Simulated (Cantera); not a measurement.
Mixture: CH4 : C2H6 : C3H8 : O2 : N2 : H2O = 1 : 0.18 : 0.42 : 7.17 : 26.9 : 2.6 (molar parts), equivalence ratio 0.66, at 0.928 atm, adiabatic and at constant volume. Ignition delay is the time to a rise of 400 K.

Model: GRI-Mech 3.0 (53 species, 325 reactions), integrated in Cantera. GRI-Mech 3.0 was tuned for natural gas; its chemistry of propane as a main component is partial and can be far from experiment.

### Question
What does this change do: pressure from 0.928 atm to 20.7 atm?

### Answer
```csv
quantity,before,after
delay at 1150 K,8.85 ms,0.904 ms
delay at 1300 K,0.854 ms,0.125 ms
delay at 1450 K,0.145 ms,23.0 µs
delay at 1600 K,42.5 µs,5.94 µs
delay at 1750 K,18.5 µs,2.10 µs
apparent activation energy between 1600 and 1750 K,130 kJ/mol,160 kJ/mol
```
The pressure lies above the range GRI-Mech 3.0 was tuned for (to about 10 atm).

### Question
What does this change do: pressure from 0.928 atm to 0.316 atm?

### Answer
| quantity | before | after |
|---|---|---|
| delay at 1150 K | 8.85 ms | 16.7 ms |
| delay at 1300 K | 0.854 ms | 1.54 ms |
| delay at 1450 K | 0.145 ms | 0.287 ms |
| delay at 1600 K | 42.5 µs | 94.5 µs |
| delay at 1750 K | 18.5 µs | 44.6 µs |
| apparent activation energy between 1600 and 1750 K | 130 kJ/mol | 120 kJ/mol |
